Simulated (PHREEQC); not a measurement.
A made-up water analysis in mg/L, 5 °C, pH 1.87, pe 9:

```json
[
 {"constituent": "Na", "mg/L": "177"},
 {"constituent": "K", "mg/L": "348"},
 {"constituent": "Ca", "mg/L": "415"},
 {"constituent": "Mg", "mg/L": "49.2"},
 {"constituent": "Cl", "mg/L": "462"},
 {"constituent": "S(6) as SO4", "mg/L": "2600"},
 {"constituent": "Zn", "mg/L": "2.14"},
 {"constituent": "Cu(2)", "mg/L": "1.55"},
 {"constituent": "Ni", "mg/L": "11.3"}
]
```

Na is adjusted to close the charge balance.
Valence states are taken as typed.

Model: ion-association model, wateq4f.dat, run in PHREEQC.

**Question.** The ionic strength comes out as 0.0758 mol/kgw. What activity coefficients do Zn+2, K+, CaHSO4+, NiCl+, HSO4- get?

**Answer.** Zn+2 0.44, K+ 0.79, CaHSO4+ 0.80, NiCl+ 0.80, HSO4- 0.80.

Precipitation was switched off in this run. At this temperature some constants are extrapolated from 25 °C, and those without enthalpy data are left unchanged.
